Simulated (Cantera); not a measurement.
An isothermal, constant-pressure homogeneous reactor starts with C₂H₆ : N₂ = 1 : 16 (molar parts), at 1975 K and 130 Pa. Integrator tolerance rtol = 1e-08.

Model: GRI-Mech 3.0 (53 species, 325 reactions), integrated in Cantera. GRI-Mech 3.0 stops at C3 and has no aromatics, soot or wall deposition, so with more carbon than oxygen in the feed, carbon stays in small species such as C2H2 where larger ones or solid carbon would form. Radical loss at walls, strong at low pressure, is not modelled.

Problem. What does this change do: pressure from 130 Pa to 24000 Pa?

Solution. 
```json
[
 {"quantity": "x(C₂H₆) at 200 s", "before": "<1e-12 (gas-phase equilibrium <1e-12)", "after": "1.21e-10 (gas-phase equilibrium 4.15e-11)"},
 {"quantity": "x(C₂H₂) at 200 s", "before": "0.0521 (gas-phase equilibrium 0.0150)", "after": "0.0498 (gas-phase equilibrium 0.0152)"},
 {"quantity": "x(H₂) at 200 s", "before": "0.0987 (gas-phase equilibrium 0.0987)", "after": "0.105 (gas-phase equilibrium 0.105)"},
 {"quantity": "x(C₂H₄) at 200 s", "before": "5.15e-8 (gas-phase equilibrium 1.49e-8)", "after": "9.65e-6 (gas-phase equilibrium 2.94e-6)"},
 {"quantity": "x(C₂H) at 200 s", "before": "0.000109 (gas-phase equilibrium 3.13e-5)", "after": "7.42e-6 (gas-phase equilibrium 2.26e-6)"},
 {"quantity": "x(CH₂) at 200 s", "before": "1.31e-8 (gas-phase equilibrium 3.27e-8)", "after": "5.62e-8 (gas-phase equilibrium 3.38e-8)"},
 {"quantity": "x(CH₄) at 200 s", "before": "3.50e-8 (gas-phase equilibrium 8.76e-8)", "after": "2.95e-5 (gas-phase equilibrium 1.77e-5)"}
]
```

Problem. What does this change do: temperature 1975 to 1623 K?

Solution. 
```tsv
quantity	before	after
x(C₂H₆) at 200 s	<1e-12 (gas-phase equilibrium <1e-12)	9.91e-11 (gas-phase equilibrium <1e-12)
x(C₂H₂) at 200 s	0.0521 (gas-phase equilibrium 0.0150)	0.0526 (gas-phase equilibrium 0.0189)
x(H₂) at 200 s	0.0987 (gas-phase equilibrium 0.0987)	0.105 (gas-phase equilibrium 0.105)
x(C₂H₄) at 200 s	5.15e-8 (gas-phase equilibrium 1.49e-8)	6.69e-7 (gas-phase equilibrium 2.33e-7)
x(C₂H) at 200 s	0.000109 (gas-phase equilibrium 3.13e-5)	1.12e-6 (gas-phase equilibrium 4.27e-7)
x(CH₂) at 200 s	1.31e-8 (gas-phase equilibrium 3.27e-8)	3.57e-8 (gas-phase equilibrium 1.04e-9)
x(CH₄) at 200 s	3.50e-8 (gas-phase equilibrium 8.76e-8)	5.88e-5 (gas-phase equilibrium 1.51e-6)
```
